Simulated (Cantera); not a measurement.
Feed: 1 mol CaO, 1.5 mol F2, 9.1 mol N2, held at 3.70e-5 bar.

Method: chemical equilibrium by Gibbs-energy minimisation in Cantera with the NASA 1993 tables (ideal gas, pure condensed phases). Candidate condensed phases: Ca, CaF2, CaO; 22 gas species. The numbers say what is thermodynamically allowed, not how fast it happens. All values below are at 1073 K.

Base state: N2 0.858, F 0.0943, O2 0.0472, NO 3.27e-5 (mole fractions); condensed: CaF2(s).

### Question
What changes in the equilibrium state with this change: F2 from 1.5 to 3.3 mol?

### Answer
```json
[
 {"species": "N2", "before": "0.858", "after": "0.641"},
 {"species": "F", "before": "0.0943", "after": "0.324"},
 {"species": "O2", "before": "0.0472", "after": "0.0352"},
 {"species": "F2", "before": "8.86e-6", "after": "0.000104"},
 {"species": "NO", "before": "3.27e-5", "after": "2.44e-5"},
 {"species": "CaF2(s), mol", "before": "1.000", "after": "1.000"}
]
```
